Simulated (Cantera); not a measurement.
A freely propagating, adiabatic, planar premixed flame of CH4 : C2H6 : C3H8 : O2 : N2 : H2 = 1 : 0.11 : 0.13 : 2.53 : 9.51 : 0.59 (molar parts), equivalence ratio 1.3, unburnt at 650 K and 90.0 Torr; mixture-averaged transport, grid criteria slope 0.08 and curve 0.16, no radiation.

Detailed kinetics in Cantera: GRI-Mech 3.0 (53 species, 325 reactions). Burning velocities carry a grid error of a few per cent, more on coarse grids.

Question: Predict: laminar burning velocity; thermal thickness; peak x(C2H); peak x(CH2O); peak x(H).

Answer: 
```json
{
  "laminar_burning_velocity": "228 cm/s",
  "thermal_thickness": "1.97 mm",
  "peak x(C2H)": "4.24e-6",
  "peak x(CH2O)": "0.00134",
  "peak x(H)": "0.0226"
}
```
